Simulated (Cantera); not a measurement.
Feed: 1 mol Si, 0.85 mol Cl2, a varied amount of H2, held at 0.190 bar.

Points: T (K) = 523, 673, 823, 973, 1123, 1273, 1423, 1573, 1723; n(H2) (mol) = 0.71, 1.1, 1.7, 2.7, 4.2, 6.5, 10.

Cantera's Mixture.equilibrate('TP', solver="vcs", rtol=1e-11, max_steps=5000) on the NASA tables stopped like this:

```
ERROR: FAILURE its = 5001!

*******************************************************************************
CanteraError thrown by MultiPhase::equilibrate:
VCS solver failed. Return code: -1
*******************************************************************************
```

### Question
What got this run through?

### Answer
Several could match; the one computed here: The failure is numerical, not chemical. The same input converged with solver="gibbs", rtol=1e-10, max_steps=50000, and the result passed a check of the equilibrium conditions:
```
    523       0.71  Si(cr)
    523        1.1  Si(cr)
    523        1.7  Si(cr)
    523        2.7  Si(cr)
    523        4.2  Si(cr)
    523        6.5  Si(cr)
    523         10  Si(cr)
    673       0.71  Si(cr)
    673        1.1  Si(cr)
    673        1.7  Si(cr)
    673        2.7  Si(cr)
    673        4.2  Si(cr)
    673        6.5  Si(cr)
    673         10  Si(cr)
    823       0.71  Si(cr)
    823        1.1  Si(cr)
    823        1.7  Si(cr)
    823        2.7  Si(cr)
    823        4.2  Si(cr)
    823        6.5  Si(cr)
    823         10  Si(cr)
    973       0.71  Si(cr)
    973        1.1  Si(cr)
    973        1.7  Si(cr)
    973        2.7  Si(cr)
    973        4.2  Si(cr)
    973        6.5  Si(cr)
    973         10  Si(cr)
   1123       0.71  Si(cr)
   1123        1.1  Si(cr)
   1123        1.7  Si(cr)
   1123        2.7  Si(cr)
   1123        4.2  Si(cr)
   1123        6.5  Si(cr)
   1123         10  Si(cr)
   1273       0.71  Si(cr)
   1273        1.1  Si(cr)
   1273        1.7  Si(cr)
   1273        2.7  Si(cr)
   1273        4.2  Si(cr)
   1273        6.5  Si(cr)
   1273         10  Si(cr)
   1423       0.71  Si(cr)
   1423        1.1  Si(cr)
   1423        1.7  Si(cr)
   1423        2.7  Si(cr)
   1423        4.2  Si(cr)
   1423        6.5  Si(cr)
   1423         10  Si(cr)
   1573       0.71  Si(cr)
   1573        1.1  Si(cr)
   1573        1.7  Si(cr)
   1573        2.7  Si(cr)
   1573        4.2  Si(cr)
   1573        6.5  Si(cr)
   1573         10  Si(cr)
   1723       0.71  Si(L)
   1723        1.1  Si(L)
   1723        1.7  Si(L)
   1723        2.7  Si(L)
   1723        4.2  Si(L)
   1723        6.5  Si(L)
   1723         10  Si(L)
```

The gas is ideal and each condensed phase is pure. The tables' values for SiCl3 are old estimates.
